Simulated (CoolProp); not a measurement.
The fluid at 298.15 K and 1.91 MPa flows at 14 m/s in a round tube of 50 mm bore and 45 µm roughness, fully developed (64/Re and Nu = 3.66 if laminar; Colebrook and Gnielinski if turbulent). The same conditions are run with several fluids, on thermodynamics alone (safety and materials aside).

Values from CoolProp's reference Helmholtz-energy equation of state of each fluid (n-decane: Lemmon 2006; propane: Lemmon 2009; R11: Jacobsen 1992; R123: Younglove 1994).

Rank n-decane, propane, R11, R123 by Reynolds number, highest first.

propane (3500000), R123 (2400000), R11 (2350000), n-decane (588000)

| fluid | Darcy friction factor | pressure drop (Pa/m) | heat-transfer coefficient (W/(m² K)) | mass flow (kg/h) |
|---|---|---|---|---|
| n-decane | 0.0197 | 28100 | 13300 | 72000 |
| propane | 0.0192 | 18700 | 27700 | 49000 |
| R11 | 0.0193 | 56000 | 21300 | 147000 |
| R123 | 0.0193 | 55500 | 21400 | 145000 |

Transport values come from each fluid's own correlations; those of R11 are estimates that may be off by 10 % or more.
